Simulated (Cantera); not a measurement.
A closed system holds: 1 mol SiC, 0.0019 mol O₂, 3.2 mol H₂, equilibrated at 1848.15 K and 10.0 mbar.

These are equilibrium values from Cantera (NASA tables, ideal gas, pure condensed phases), not measurements of a reactor. Candidate condensed phases: C, C₆H₆, C₇H₈, C₈H₁₈, H₂O, Si, SiC, SiO₂; 123 gas species. Gases not in the tables: Si₂H₆ and higher silanes. Kinetics and transport are ignored.

Base state: H₂ 0.993, H 0.00529, CO 0.000704, SiO 0.000479, Si 0.000194, SiH 1.93e-5, SiH₂ 1.28e-5 (mole fractions); condensed: SiC(s).

**Question.** What changes in the equilibrium state with this change: pressure from 10.0 mbar to 13.0 Pa?

**Answer.** 
| species | before | after |
|---|---|---|
| H₂ | 0.993 | 0.952 |
| H | 0.00529 | 0.0454 |
| Si | 0.000194 | 0.00155 |
| SiC₂ | 3.47e-8 | 2.57e-5 |
| C₂H₂ (acetylene) | 2.39e-6 | 0.000212 |
| SiO | 0.000479 | 8.44e-6 |
| SiH₂ | 1.28e-5 | 1.27e-6 |
| SiC(s), mol | 0.998 | 0.995 |
